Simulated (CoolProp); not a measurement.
A simple Rankine cycle with neopentane: condensing at 304.15 K, boiler at 2.74 MPa, turbine inlet 549 K, turbine efficiency 0.9, pump efficiency 0.8, no recuperator. Each further row changes one setting.

Model: reference Helmholtz-energy equation of state, Lemmon 2006, in CoolProp. It is a short technical equation, of lower accuracy than the large ones.

```tsv
case	thermal efficiency (%)	net work (kJ/kg)	heat in (kJ/kg)	turbine exit temperature (K)	volume ratio over the turbine
as stated	15.1	125	825	489.2	13.5
condensing temperature 296.15 K	16.2	137	844	484.1	17.2
boiler pressure 1.92 MPa	13.3	111	837	499.0	9.20
turbine efficiency 0.8	13.3	110	825	494.8	13.6
```
